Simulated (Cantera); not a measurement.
Ignition delay

Mixture: 11.3 % CH₄, 24.6 % O₂, 64.1 % N₂, equivalence ratio 0.92, at 4.80 bar, adiabatic and at constant volume. Ignition delay is the time to a rise of 400 K.

Model: GRI-Mech 3.0 (53 species, 325 reactions), integrated in Cantera.

```tsv
T0 (K)	delay (ms)
1200	6.98
1300	2.00
1400	0.643
1500	0.232
1600	0.0932
1700	0.0419
1800	0.0209
```

- apparent activation energy between 1600 and 1800 K = 180 kJ/mol
